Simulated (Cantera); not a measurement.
# Gas-phase reforming

An isothermal, constant-pressure homogeneous reactor starts with CH₄ : H₂O = 1 : 11 (molar parts), at 1725 K and 2.20 bar.

Detailed kinetics in Cantera: GRI-Mech 3.0 (53 species, 325 reactions).

| t (s) | x CH₄ | x H₂O | x CH₂CO | x C₂H | x CH₂O | x CH₃ |
|---|---|---|---|---|---|---|
| 1.00e-6 | 0.0833 | 0.917 | <1e-12 | <1e-12 | 2.20e-10 | 1.59e-5 |
| 3.55e-6 | 0.0833 | 0.917 | <1e-12 | <1e-12 | 7.23e-9 | 5.90e-5 |
| 1.26e-5 | 0.0831 | 0.917 | <1e-12 | <1e-12 | 2.55e-7 | 0.000197 |
| 4.46e-5 | 0.0825 | 0.916 | 3.84e-10 | 2.55e-12 | 6.05e-6 | 0.000466 |
| 0.000158 | 0.0797 | 0.915 | 1.45e-7 | 3.52e-10 | 5.38e-5 | 0.000727 |
| 0.000562 | 0.0700 | 0.907 | 8.53e-6 | 8.09e-9 | 7.88e-5 | 0.000665 |
| 0.00199 | 0.0510 | 0.884 | 4.03e-5 | 3.08e-8 | 4.23e-5 | 0.000433 |
| 0.00707 | 0.0291 | 0.848 | 5.42e-5 | 4.47e-8 | 1.80e-5 | 0.000225 |
| 0.0251 | 0.0160 | 0.791 | 3.46e-5 | 3.15e-8 | 6.59e-6 | 0.000108 |
| 0.0890 | 0.00908 | 0.727 | 8.73e-6 | 8.56e-9 | 2.12e-6 | 5.13e-5 |
| 0.316 | 0.00210 | 0.689 | 3.73e-7 | 3.59e-10 | 3.49e-7 | 1.08e-5 |
| 1.12 | 1.82e-5 | 0.683 | 2.72e-10 | <1e-12 | 1.18e-8 | 9.30e-8 |
| 3.97 | 1.53e-9 | 0.683 | <1e-12 | <1e-12 | 9.06e-9 | 7.90e-12 |
| 14.1 | 1.53e-9 | 0.683 | <1e-12 | <1e-12 | 9.06e-9 | 7.90e-12 |
| 50.0 | 1.53e-9 | 0.683 | <1e-12 | <1e-12 | 9.06e-9 | 7.90e-12 |
x: mole fraction; the columns are a selection and need not sum to one.

Equilibrium at this temperature and pressure: CH₄ 1.73e-9, H₂O 0.683, CH₂CO <1e-12, C₂H <1e-12, CH₂O 9.06e-9, CH₃ 8.90e-12 (gas phase only).
